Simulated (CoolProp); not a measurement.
Carbon dioxide along the isotherm -51.55 °C: density (kg/m³) from the reference equation and from simpler models built on Tc = 31.0 °C, pc = 73.77 bar, ω = 0.224; each cubic takes its own stable root.

Values from CoolProp's reference Helmholtz-energy equation of state, Span 1996.

| p (bar) | phase | reference |
|---|---|---|
| 0.583 | gas | 1.403 |
| 1.33 | gas | 3.235 |
| 3.02 | gas | 7.526 |
| 6.87 | liquid | 1160 |
| 15.6 | liquid | 1162 |
| 35.6 | liquid | 1167 |
| 81 | liquid | 1176 |
| 184 | liquid | 1196 |

### Question
How far does each simpler model (van der Waals, Redlich-Kwong, Soave-Redlich-Kwong, Peng-Robinson) lie from the reference over these 8 states: mean and median of the absolute difference, and the worst?

### Answer
- van der Waals: mean 38.4 %, median 36.1 %, worst -98.5 % at -51.55 °C and 6.87 bar
- Redlich-Kwong: mean 17.6 %, median 9.6 %, worst -98.5 % at -51.55 °C and 6.87 bar
- Soave-Redlich-Kwong: mean 4.8 %, median 7.0 %, worst -7.9 % at -51.55 °C and 6.87 bar
- Peng-Robinson: mean 2.9 %, median 4.3 %, worst +5.1 % at -51.55 °C and 184 bar

At some of these states van der Waals, Redlich-Kwong gives the other phase, because its saturation line lies elsewhere.
